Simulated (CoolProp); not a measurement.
Vapour-liquid equilibrium of n-hexane (1) + m-xylene (2) at 340.5 K; x and y are mole fractions of (1).

Values from CoolProp's multi-fluid Helmholtz-energy mixture model, Thol 2019 and Zhou 2012; pair parameters Bell 2016.

| x | bubble pressure (bar) | y at the bubble point | dew pressure at overall composition x (bar) | liquid density (mol/L) |
|---|---|---|---|---|
| 0.05 | 0.1383 | 0.376 | 0.09502 | 7.726 |
| 0.2 | 0.3021 | 0.759 | 0.1110 | 7.650 |
| 0.35 | 0.4672 | 0.872 | 0.1335 | 7.563 |
| 0.5 | 0.6091 | 0.921 | 0.1677 | 7.468 |
| 0.65 | 0.7244 | 0.949 | 0.2257 | 7.368 |
| 0.8 | 0.8252 | 0.969 | 0.3466 | 7.265 |
| 0.95 | 0.9306 | 0.991 | 0.7310 | 7.165 |

No azeotrope shows between x = 0.05 and 0.95.

The pair parameters rest on a limited set of measurements; away from them the model extrapolates.
